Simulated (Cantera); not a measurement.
**MgCO3 + O2 (calcination and drying)**

Input: 1 mol MgCO3, 13 mol O2, at 3.68 Torr.

Equilibrium computed with Cantera from the NASA thermochemical tables; the gas is ideal and each condensed phase is pure. Candidate condensed phases: C, Mg, MgCO3, MgO; 15 gas species. Kinetics and transport are ignored.

```csv
T (°C),x O2,x CO2,x O,x CO,x Mg,x MgO,x O3,n MgO(s)
1577,0.926,0.0710,0.00265,0.000359,3.82e-7,1.73e-7,1.76e-9,1.000
1627,0.925,0.0707,0.00410,0.000576,1.33e-6,5.31e-7,2.26e-9,1.000
1677,0.923,0.0703,0.00619,0.000900,4.34e-6,1.54e-6,2.86e-9,1.000
1727,0.920,0.0697,0.00917,0.00137,1.33e-5,4.21e-6,3.58e-9,1.000
1777,0.916,0.0688,0.0133,0.00204,3.88e-5,1.10e-5,4.42e-9,0.999
1827,0.910,0.0677,0.0189,0.00297,0.000107,2.74e-5,5.40e-9,0.998
1877,0.903,0.0661,0.0265,0.00421,0.000283,6.53e-5,6.51e-9,0.995
```
x: gas mole fraction; n: condensed amount in mol.

From 1577 °C to 1877 °C the condensed part is MgO(s). The main Mg-bearing gas is Mg throughout.
